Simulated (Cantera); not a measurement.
# Stirred combustor or abatement burner

A perfectly stirred reactor is fed with 3.17 % CH₄, 2.10 % C₂H₆, 15.0 % O₂, 79.7 % N₂, at 7.60 bar; it is adiabatic with a 675 K inlet, and is followed from long to short residence time, starting on the burning branch (τ in s: 0.065, 0.026, 0.011, 0.0044, 0.0018, 0.00072, 0.00029, 0.00012, 4.8e-05).

Computed with Cantera and GRI-Mech 3.0 (53 species, 325 reactions).

| τ (s) | T (K) | x CH₄ | x C₂H₆ | x O₂ | x C₂H | x C₂H₄ |
|---|---|---|---|---|---|---|
| 0.065 | 2125 | 1.16e-6 | 7.92e-8 | 0.0135 | 1.23e-9 | 2.51e-7 |
| 0.026 | 2123 | 2.56e-6 | 1.90e-7 | 0.0138 | 2.92e-9 | 5.99e-7 |
| 0.011 | 2118 | 5.02e-6 | 4.21e-7 | 0.0141 | 6.32e-9 | 1.31e-6 |
| 0.0044 | 2108 | 9.66e-6 | 9.50e-7 | 0.0146 | 1.35e-8 | 2.85e-6 |
| 0.0018 | 2092 | 1.78e-5 | 2.04e-6 | 0.0154 | 2.61e-8 | 5.69e-6 |
| 0.00072 | 2068 | 3.36e-5 | 4.36e-6 | 0.0167 | 4.65e-8 | 1.07e-5 |
| 0.00029 | 2033 | 6.59e-5 | 9.23e-6 | 0.0186 | 7.38e-8 | 1.88e-5 |
| 0.00012 | 1985 | 0.000138 | 1.99e-5 | 0.0215 | 1.04e-7 | 3.16e-5 |
| 4.8e-5 | 1909 | 0.000369 | 5.21e-5 | 0.0268 | 1.40e-7 | 6.37e-5 |
x: mole fraction; the columns are a selection and need not sum to one.
